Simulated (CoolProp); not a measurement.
Vapour-liquid equilibrium of n-butane (1) + n-decane (2) at 362.5 K; x and y are mole fractions of (1).

Values from CoolProp's multi-fluid Helmholtz-energy mixture model, Bücker 2006 and Lemmon 2006; pair parameters Kunz 2012.

| x | bubble pressure, mixture model (kPa) | bubble pressure, Raoult's law (kPa) | y, mixture model | y, Raoult's law |
|---|---|---|---|---|
| 0.05 | 64.67 | 67.49 | 0.906 | 0.913 |
| 0.125 | 150.5 | 159.5 | 0.960 | 0.966 |
| 0.2 | 234.9 | 251.5 | 0.975 | 0.980 |
| 0.275 | 318.6 | 343.5 | 0.982 | 0.987 |
| 0.35 | 402.3 | 435.4 | 0.986 | 0.991 |
| 0.425 | 486.5 | 527.4 | 0.989 | 0.993 |
| 0.5 | 571.6 | 619.4 | 0.991 | 0.995 |
| 0.575 | 658.4 | 711.4 | 0.993 | 0.996 |
| 0.65 | 747.6 | 803.4 | 0.995 | 0.997 |
| 0.725 | 840.0 | 895.4 | 0.996 | 0.998 |
| 0.8 | 937.0 | 987.4 | 0.997 | 0.999 |
| 0.875 | 1040 | 1079 | 0.998 | 0.999 |
| 0.95 | 1152 | 1171 | 0.999 | 1.000 |

The largest gap from Raoult's law is -7.8 % in bubble pressure, at x = 0.425. No azeotrope shows between x = 0.05 and 0.95.

The pair parameters rest on a limited set of measurements; away from them the model extrapolates.
